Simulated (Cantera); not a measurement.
Equilibrium for iron carbonyl, mercury and lead vapours: PbO + N2

Input: 1 mol PbO, 1.1 mol N2, equilibrated at 1000 K and 0.240 Torr.

Equilibrium computed with Cantera from the NASA thermochemical tables; the gas is ideal and each condensed phase is pure. Candidate condensed phases: Pb, PbO, PbO2, Pb3O4; 12 gas species. Kinetics and transport are ignored.

```yaml
x(N2): 0.999
x(PbO): 0.000952
x(Pb): 0.000178
x(O2): 8.87e-5
n(PbO(yellow)): 0.999 mol
gas_amount: 1.101 mol
log10 activity of Pb(l) (absent): -2.45
log10 activity of PbO2(s) (absent): -5.91
```
